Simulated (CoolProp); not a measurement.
Vapour-liquid equilibrium of R152A (1) + n-butane (2) at 277.4 K; x and y are mole fractions of (1).

Model: multi-fluid Helmholtz-energy mixture model, Outcalt 1996 and Bücker 2006; pair parameters Bell 2016, in CoolProp.

Q: Give the bubble pressure and the first vapour's composition at x = 0.2, 0.35, 0.95. Is there an azeotrope?

A: x = 0.2: 256.8 kPa, y = 0.580; x = 0.35: 291.4 kPa, y = 0.657; x = 0.95: 315.7 kPa, y = 0.929. y crosses x between x = 0.8 and 0.95: the model has an azeotrope there.

Pair parameters are fitted to limited data, so mixtures are less certain than the pure fluids. With so large a gap from Raoult's law the liquid may split in two, which this calculation doesn't test in full.
